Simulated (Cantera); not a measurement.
An isothermal, constant-pressure homogeneous reactor starts with 5.88 % N2O, 0.0129 % H2, 94.1 % N2, at 1550 K and 1.01 bar.

Cantera simulation using GRI-Mech 3.0 (53 species, 325 reactions); the numbers are that mechanism's predictions, not measurements. GRI-Mech 3.0 was tuned for natural gas; its chemistry of N2O as a main component is partial and can be far from experiment.

Predict: x(N2O) at 200 s; x(H2) at 200 s; x(H2O) at 200 s; x(HO2) at 200 s; x(NO) at 200 s.


| Property | Result |
|---|---|
| x(N2O) at 200 s | 7.82e-8 (gas-phase equilibrium 4.28e-8) |
| x(H2) at 200 s | 2.96e-9 (gas-phase equilibrium 2.68e-9) |
| x(H2O) at 200 s | 0.000124 (gas-phase equilibrium 0.000124) |
| x(HO2) at 200 s | 1.86e-9 (gas-phase equilibrium 2.15e-9) |
| x(NO) at 200 s | 0.0107 (gas-phase equilibrium 0.000634) |
